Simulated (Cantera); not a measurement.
**Adiabatic ignition**

An adiabatic, constant-pressure homogeneous reactor starts with 3.35 % CH₄, 20.3 % O₂, 76.3 % N₂, 0.110 % C₂H₆, equivalence ratio 0.35, at 1673 K and 1.70 bar.

Cantera simulation using GRI-Mech 3.0 (53 species, 325 reactions); the numbers are that mechanism's predictions, not measurements.

```tsv
t (s)	T (K)	x CH₄	x O₂	x H	x CH₂	x HO₂	x CH₂CO
1.00e-6	1673	0.0335	0.203	1.25e-7	4.71e-11	3.60e-7	<1e-12
3.16e-6	1673	0.0334	0.203	2.68e-7	5.83e-10	1.57e-6	5.16e-11
1.00e-5	1672	0.0334	0.203	1.06e-6	7.78e-9	8.51e-6	7.37e-9
3.16e-5	1674	0.0322	0.202	1.08e-5	1.90e-7	4.81e-5	2.12e-6
0.000100	2157	<1e-12	0.127	0.00392	<1e-12	1.14e-5	<1e-12
0.000316	2348	<1e-12	0.129	0.000404	<1e-12	5.97e-6	<1e-12
0.00100	2367	<1e-12	0.130	0.000218	<1e-12	6.44e-6	<1e-12
0.00316	2366	<1e-12	0.129	0.000216	<1e-12	6.40e-6	<1e-12
0.0100	2362	<1e-12	0.128	0.000210	<1e-12	6.30e-6	<1e-12
0.0316	2353	<1e-12	0.126	0.000197	<1e-12	6.07e-6	<1e-12
0.100	2345	<1e-12	0.124	0.000186	<1e-12	5.84e-6	<1e-12
0.316	2343	<1e-12	0.124	0.000184	<1e-12	5.81e-6	<1e-12
1.00	2343	<1e-12	0.124	0.000184	<1e-12	5.81e-6	<1e-12
```
x: mole fraction; the columns are a selection and need not sum to one.

```
Property                                                              Result
---------------------------------  -----------------------------------------
time of steepest temperature rise                                    72.4 µs
temperature at 1.00 s                                                 2343 K
equilibrium temperature                                               2343 K
x(CH₄) at 1.00 s                       <1e-12 (gas-phase equilibrium <1e-12)
x(O₂) at 1.00 s                          0.124 (gas-phase equilibrium 0.124)
x(H) at 1.00 s                     0.000184 (gas-phase equilibrium 0.000184)
```
